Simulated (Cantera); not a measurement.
# Thermodynamics of nitride etching, feed Si3N4 + HF + N2

Feed: 1 mol Si3N4, 5.2 mol HF, 4.3 mol N2, held at 0.140 bar.

Method: chemical equilibrium by Gibbs-energy minimisation in Cantera with the NASA 1993 tables (ideal gas, pure condensed phases). Candidate condensed phases: Si, Si3N4; 37 gas species. The tables' values for SiF3, SiF2 are old estimates; treat these amounts as uncertain. Kinetics and transport are ignored.

| T (K) | log p N2 | log p H2 | log p SiF4 | log p HF | log p SiF3 | n Si3N4(s) |
|---|---|---|---|---|---|---|
| 800 | -1.10 | -1.40 | -1.70 | -5.06 | -8.53 | 0.567 |
| 875 | -1.10 | -1.40 | -1.70 | -4.68 | -7.48 | 0.567 |
| 950 | -1.10 | -1.40 | -1.70 | -4.36 | -6.60 | 0.567 |
| 1025 | -1.10 | -1.40 | -1.70 | -4.09 | -5.85 | 0.567 |
| 1100 | -1.10 | -1.40 | -1.70 | -3.86 | -5.21 | 0.567 |
| 1175 | -1.10 | -1.40 | -1.70 | -3.66 | -4.65 | 0.567 |
| 1250 | -1.10 | -1.40 | -1.70 | -3.48 | -4.15 | 0.567 |
| 1325 | -1.10 | -1.40 | -1.71 | -3.33 | -3.72 | 0.567 |
| 1400 | -1.10 | -1.40 | -1.71 | -3.19 | -3.34 | 0.566 |
log p: log10 of the partial pressure in bar; n: condensed amount in mol.

From 800 K to 1400 K the condensed part is Si3N4(s). The main Si-bearing gas is SiF4 throughout.
